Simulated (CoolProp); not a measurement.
Computed with CoolProp (reference Helmholtz-energy equation of state, Setzmann 1991).

Give the vapour pressure (kPa), vapour density (kg/m³), surface tension (mN/m), vapour viscosity (µPa s) of saturated methane at -140.35, -123.15, -105.95 °C.


| T (°C) | p (kPa) | vapour density (kg/m³) | surface tension (mN/m) | vapour viscosity (µPa s) |
|---|---|---|---|---|
| -140.35 | 433 | 6.98 | 8.88 | 5.10 |
| -123.15 | 1040 | 16.3 | 5.79 | 5.89 |
| -105.95 | 2100 | 34.6 | 2.95 | 7.03 |

Viscosity comes from a separate model (Quiñones-Cisneros 2006). Surface tension comes from a separate correlation (Mulero 2012).
